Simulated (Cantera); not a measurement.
A closed system holds: 1 mol Al, 0.032 mol H₂O, 0.88 mol H₂, at 1500 K and 0.0133 bar.

Method: chemical equilibrium by Gibbs-energy minimisation in Cantera with the NASA 1993 tables (ideal gas, pure condensed phases). Candidate condensed phases: Al, Al₂O₃, H₂O; 19 gas species. Mutual solubility and eutectic melting of coexisting phases are not modelled. Equilibrium is a limit: real reactors are often held back by kinetics, nucleation or transport.

Task: What is the equilibrium state?

Result: x(H₂): 0.998
x(Al): 0.000991
x(Al₂O): 0.000700
x(H): 0.000152
x(AlH): 0.000138
n(Al(l)): 0.977 mol
n(Al₂O₃(s)): 0.0105 mol
gas amount: 0.9137 mol
